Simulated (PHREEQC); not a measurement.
Solution (50 °C): 0.97 mmol/kgw NaHCO3 and 29 mmol/kgw NaOH. Closed to the air; pH follows from the charge balance.

All values are PHREEQC results (ion-association model, phreeqc.dat), not measurements.

```json
[
 {"quantity": "pH", "before": "11.63", "after": "12.37"},
 {"quantity": "ionic strength (mol/kgw)", "before": "0.0300", "after": "0.0305"}
]
```

### Question
Name the change that produced these shifts.
(A) NaOH left out
(B) NaHCO3 left out
(C) NaOH from 0.029 to 0.0261 mol/kgw
(D) temperature from 50 to 25 °C
(E) NaOH from 0.029 to 0.0319 mol/kgw

### Answer
D, temperature from 50 to 25 °C

This is a speciation only: nothing precipitates in the calculation. Constants without temperature data keep their 25 °C values here.
